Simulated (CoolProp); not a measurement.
Vapour-liquid equilibrium of neopentane (1) + n-pentane (2) at 329 K; x and y are mole fractions of (1).

Model: multi-fluid Helmholtz-energy mixture model, Lemmon 2006 and Thol 2019; pair parameters Bell 2016, in CoolProp.

| x | bubble pressure (bar) | y at the bubble point | dew pressure at overall composition x (bar) | liquid density (mol/L) |
|---|---|---|---|---|
| 0.05 | 2.014 | 0.099 | 1.956 | 8.137 |
| 0.2 | 2.351 | 0.341 | 2.143 | 8.052 |
| 0.35 | 2.688 | 0.524 | 2.366 | 7.968 |
| 0.5 | 3.023 | 0.668 | 2.639 | 7.883 |
| 0.65 | 3.358 | 0.787 | 2.977 | 7.798 |
| 0.8 | 3.694 | 0.886 | 3.400 | 7.712 |
| 0.95 | 4.033 | 0.973 | 3.938 | 7.626 |

No azeotrope shows between x = 0.05 and 0.95.

The pair parameters rest on a limited set of measurements; away from them the model extrapolates.
